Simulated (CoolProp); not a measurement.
Vapour pressure (MPa) of m-xylene: the reference equation beside estimates from Tc = 343.7 °C, pc = 3.535 MPa, ω = 0.326. Clausius-Clapeyron is anchored at 148.45 °C with a constant enthalpy of vaporisation of 35.50 kJ/mol.

Model: reference Helmholtz-energy equation of state, Zhou 2012, in CoolProp.

| T (°C) | reference | Clausius-Clapeyron | Soave-Redlich-Kwong |
|---|---|---|---|
| 131.45 | 0.08223 | 0.08462 | 0.08139 |
| 139.95 | 0.1038 | 0.1051 | 0.1030 |
| 148.45 | 0.1295 | 0.1295 | 0.1290 |
| 157.05 | 0.1604 | 0.1586 | 0.1602 |
| 165.55 | 0.1963 | 0.1922 | 0.1966 |
| 174.05 | 0.2381 | 0.2312 | 0.2391 |
| 182.55 | 0.2865 | 0.2763 | 0.2884 |
| 191.05 | 0.3422 | 0.3280 | 0.3451 |
| 199.55 | 0.4057 | 0.3870 | 0.4100 |
| 208.05 | 0.4779 | 0.4540 | 0.4838 |
| 216.65 | 0.5604 | 0.5305 | 0.5683 |
| 225.15 | 0.6521 | 0.6156 | 0.6623 |
| 233.65 | 0.7548 | 0.7107 | 0.7675 |
| 242.15 | 0.8693 | 0.8167 | 0.8848 |

Absolute difference from the reference over all 14 rows, mean and median: Clausius-Clapeyron 3.6 and 3.9 %, Soave-Redlich-Kwong 0.9 and 0.9 %.
